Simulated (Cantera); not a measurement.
## Reactions in the system H-N-O-V

Source: NASA polynomial tables (part measured, part estimated), evaluated in Cantera. Values are per mole of reaction as written; species without (g) are pure solids or liquids, kept so even where they would boil at 1 bar. VN: taken at fixed stoichiometry.

4 OH(g) + H₂(g) + 2 VN → 2 VO₂(g) + 2 NH₃(g)

| T (K) | ΔH° (kJ) | ΔS° (J/K) | ΔG° (kJ) | log10 K |
|---|---|---|---|---|
| 300 | -280.4 | -24.5 | -273.0 | 47.53 |
| 350 | -283.6 | -34.5 | -271.5 | 40.52 |
| 425 | -288.2 | -46.5 | -268.5 | 32.99 |
| 500 | -292.6 | -55.9 | -264.6 | 27.64 |
| 575 | -296.5 | -63.3 | -260.1 | 23.63 |
| 650 | -300.1 | -69.2 | -255.1 | 20.50 |
| 725 | -303.5 | -74.1 | -249.8 | 17.99 |
| 800 | -306.6 | -78.2 | -244.0 | 15.93 |
| 875 | -309.6 | -81.7 | -238.0 | 14.21 |
| 950 | -312.4 | -84.8 | -231.8 | 12.74 |
| 1025 | -315.1 | -87.6 | -225.3 | 11.48 |
